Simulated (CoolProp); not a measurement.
The fluid at 367.87 K and 23.1 MPa is throttled through a valve to 15.5 MPa with no heat exchange. The same conditions are run with several fluids, on thermodynamics alone (safety and materials aside).

Computed with CoolProp (reference Helmholtz-energy equation of state of each fluid (hydrogen chloride: Thol 2018; R507A: Lemmon 2003; ethylene: Smukala 2000; CH2F2 (R32): Tillner-Roth 1997; R407C: Lemmon 2003)). Blends and air are pseudo-pure fits.

```
fluid              temperature change (K)  final density (kg/m³)
-----------------  ----------------------  ---------------------
hydrogen chloride                   -14.0                      ?
R507A                                -1.7                    916
ethylene                                ?                    243
CH2F2 (R32)                             ?                    776
R407C                                -1.8                      ?
```

**Question.** What belongs in the gaps?

**Answer.** 
- hydrogen chloride, final density (kg/m³): 552
- ethylene, temperature change (K): -12.4
- CH2F2 (R32), temperature change (K): -4.1
- R407C, final density (kg/m³): 968
